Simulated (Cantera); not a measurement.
Feed: 1 mol AlN, 0.017 mol C, 0.23 mol N2, held at 0.150 bar.

Method: chemical equilibrium by Gibbs-energy minimisation in Cantera with the NASA 1993 tables (ideal gas, pure condensed phases). Candidate condensed phases: Al, AlN, C; 16 gas species. Rates play no part.

Q: At 2575 K, list the 6 most abundant gas species with their mole fractions, and the condensed phases.

A: Al 0.576, N2 0.422, Al2 0.00147, CN 0.000317, C2N2 5.08e-5, AlC 1.17e-5. Condensed: C(graphite).
